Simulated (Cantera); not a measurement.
A perfectly stirred reactor is fed with CH₂O : O₂ : N₂ : H₂O = 0.018 : 0.019 : 1 : 0.097 (molar parts), equivalence ratio 0.95, at 100000 Pa; it is held at 1473 K, and followed from long to short residence time.

Detailed kinetics in Cantera: GRI-Mech 3.0 (53 species, 325 reactions).

Question: Predict: x(CH₂O) at τ = 4.00 s; x(O₂) at τ = 4.00 s; x(NO) at τ = 4.00 s; x(N₂O) at τ = 4.00 s; x(CO) at τ = 4.00 s; x(CH₂O) at τ = 33.0 ms; x(O₂) at τ = 33.0 ms; x(NO) at τ = 33.0 ms; x(N₂O) at τ = 33.0 ms; x(CO) at τ = 33.0 ms.

Answer: 
```
Property                   Value
----------------------  --------
x(CH₂O) at τ = 4.00 s    2.12e-7
x(O₂) at τ = 4.00 s     0.000986
x(NO) at τ = 4.00 s      1.69e-6
x(N₂O) at τ = 4.00 s     8.07e-8
x(CO) at τ = 4.00 s      8.16e-5
x(CH₂O) at τ = 33.0 ms   3.73e-6
x(O₂) at τ = 33.0 ms     0.00209
x(NO) at τ = 33.0 ms     1.18e-6
x(N₂O) at τ = 33.0 ms    7.14e-8
x(CO) at τ = 33.0 ms    0.000956
```
